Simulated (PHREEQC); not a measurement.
Consider water at 20 °C with 0.12 mol NaH2PO4, 0.019 mol HF and 0.11 mol Na2SO4 per kg of water. Closed to the air; pH follows from the charge balance.

Equilibrium calculation in PHREEQC: ion-association model, phreeqc.dat.

Each row changes one thing in this solution. This is a speciation only: nothing precipitates in the calculation.

```tsv
case	pH	ionic strength (mol/kgw)	Na+ (mol/kgw)	H2PO4- (mol/kgw)	SO4-2 (mol/kgw)	NaSO4- (mol/kgw)
as made	3.07	0.392	0.311	0.111	0.0799	0.0282
HF from 0.019 to 0.0285 mol/kgw	2.94	0.392	0.311	0.109	0.0795	0.0280
0.11 mol/kgw HCl added	1.83	0.399	0.317	0.0521	0.0627	0.0225
temperature from 20 to 40 °C	3.19	0.389	0.309	0.112	0.0781	0.0297
temperature from 20 to 15 °C	3.04	0.393	0.311	0.111	0.0804	0.0278
HF from 0.019 to 0.038 mol/kgw	2.85	0.392	0.311	0.106	0.0790	0.0279
temperature from 20 to 65 °C	3.34	0.386	0.308	0.113	0.0764	0.0309
diluted 10-fold with water	3.36	0.0437	0.0332	0.0114	0.0100	0.000774
HF left out	4.38	0.393	0.311	0.119	0.0812	0.0287
```

Species that the database lacks are ignored. At this temperature some constants are extrapolated from 25 °C, and those without enthalpy data are left unchanged.
